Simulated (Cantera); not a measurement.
Adiabatic ignition

An adiabatic, constant-volume homogeneous reactor starts with 4.45 % CH4, 0.134 % C2H6, 18.4 % O2, 69.0 % N2, 8.01 % CO2, equivalence ratio 0.51, at 1675 K and 101000 Pa.

Computed with Cantera and GRI-Mech 3.0 (53 species, 325 reactions).

```json
[
 {"t (s)": "7.00e-6", "T (K)": "1674", "P (bar)": "1.01", "x CH4": "0.0445", "x C2H6": "0.00126", "x O2": "0.184", "x HCN": "<1e-12", "x NO": "<1e-12"},
 {"t (s)": "1.39e-5", "T (K)": "1673", "P (bar)": "1.01", "x CH4": "0.0444", "x C2H6": "0.00119", "x O2": "0.184", "x HCN": "<1e-12", "x NO": "1.58e-12"},
 {"t (s)": "2.75e-5", "T (K)": "1673", "P (bar)": "1.01", "x CH4": "0.0442", "x C2H6": "0.00107", "x O2": "0.184", "x HCN": "<1e-12", "x NO": "7.40e-12"},
 {"t (s)": "5.45e-5", "T (K)": "1678", "P (bar)": "1.02", "x CH4": "0.0426", "x C2H6": "0.000918", "x O2": "0.182", "x HCN": "2.28e-11", "x NO": "5.24e-11"},
 {"t (s)": "0.000108", "T (K)": "1870", "P (bar)": "1.15", "x CH4": "0.0211", "x C2H6": "0.000275", "x O2": "0.158", "x HCN": "2.65e-8", "x NO": "1.69e-8"},
 {"t (s)": "0.000214", "T (K)": "2459", "P (bar)": "1.52", "x CH4": "<1e-12", "x C2H6": "<1e-12", "x O2": "0.0941", "x HCN": "7.11e-12", "x NO": "0.000157"},
 {"t (s)": "0.000424", "T (K)": "2566", "P (bar)": "1.58", "x CH4": "<1e-12", "x C2H6": "<1e-12", "x O2": "0.0922", "x HCN": "1.21e-11", "x NO": "0.000643"},
 {"t (s)": "0.000840", "T (K)": "2576", "P (bar)": "1.58", "x CH4": "<1e-12", "x C2H6": "<1e-12", "x O2": "0.0915", "x HCN": "1.48e-11", "x NO": "0.00162"},
 {"t (s)": "0.00167", "T (K)": "2574", "P (bar)": "1.58", "x CH4": "<1e-12", "x C2H6": "<1e-12", "x O2": "0.0906", "x HCN": "1.85e-11", "x NO": "0.00342"},
 {"t (s)": "0.00330", "T (K)": "2569", "P (bar)": "1.58", "x CH4": "<1e-12", "x C2H6": "<1e-12", "x O2": "0.0892", "x HCN": "2.40e-11", "x NO": "0.00639"},
 {"t (s)": "0.00654", "T (K)": "2563", "P (bar)": "1.57", "x CH4": "<1e-12", "x C2H6": "<1e-12", "x O2": "0.0872", "x HCN": "3.03e-11", "x NO": "0.0103"},
 {"t (s)": "0.0130", "T (K)": "2559", "P (bar)": "1.57", "x CH4": "<1e-12", "x C2H6": "<1e-12", "x O2": "0.0856", "x HCN": "3.48e-11", "x NO": "0.0136"},
 {"t (s)": "0.0257", "T (K)": "2557", "P (bar)": "1.57", "x CH4": "<1e-12", "x C2H6": "<1e-12", "x O2": "0.0850", "x HCN": "3.63e-11", "x NO": "0.0148"},
 {"t (s)": "0.0509", "T (K)": "2557", "P (bar)": "1.57", "x CH4": "<1e-12", "x C2H6": "<1e-12", "x O2": "0.0850", "x HCN": "3.65e-11", "x NO": "0.0149"},
 {"t (s)": "0.101", "T (K)": "2556", "P (bar)": "1.57", "x CH4": "<1e-12", "x C2H6": "<1e-12", "x O2": "0.0850", "x HCN": "3.65e-11", "x NO": "0.0149"},
 {"t (s)": "0.200", "T (K)": "2556", "P (bar)": "1.57", "x CH4": "<1e-12", "x C2H6": "<1e-12", "x O2": "0.0850", "x HCN": "3.65e-11", "x NO": "0.0149"}
]
```
x: mole fraction; the columns are a selection and need not sum to one.

- time of steepest temperature rise: 0.116 ms
- temperature at 0.200 s: 2556 K
- equilibrium temperature: 2556 K
- x(CH4) at 0.200 s: <1e-12 (gas-phase equilibrium <1e-12)
- x(C2H6) at 0.200 s: <1e-12 (gas-phase equilibrium <1e-12)
- x(O2) at 0.200 s: 0.0850 (gas-phase equilibrium 0.0850)
